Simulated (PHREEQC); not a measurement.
Phosphoric acid bath: an equilibrium model

Dissolve 0.21 mol KH2PO4, 0.25 mol HNO3 and 8.8e-07 mol H4SiO4 per kg of water at 50 °C. Closed to the air; pH follows from the charge balance.

Model: ion-association model, phreeqc.dat, run in PHREEQC.

Each row changes one thing in this solution. This is a speciation only: nothing precipitates in the calculation.

```csv
case,pH,ionic strength (mol/kgw),SI of Quartz (SiO2)
as made,1.28,0.277,-2.38
diluted 10-fold with water,?,?,-3.41
temperature from 50 to 25 °C,1.25,0.282,-2.04
H4SiO4 replaced by Na2SiO3 at the same molality,1.28,0.277,-2.38
diluted 2-fold with water,?,0.144,?
temperature from 50 to 65 °C,1.30,0.275,-2.56
temperature from 50 to 15 °C,1.24,0.284,-1.88
KH2PO4 left out,0.71,0.250,-2.38
```

What belongs in the gaps?


- diluted 10-fold with water, pH: 1.99
- diluted 10-fold with water, ionic strength (mol/kgw): 0.0329
- diluted 2-fold with water, pH: 1.50
- diluted 2-fold with water, SI of Quartz (SiO2): -2.70

Constants without temperature data keep their 25 °C values here.
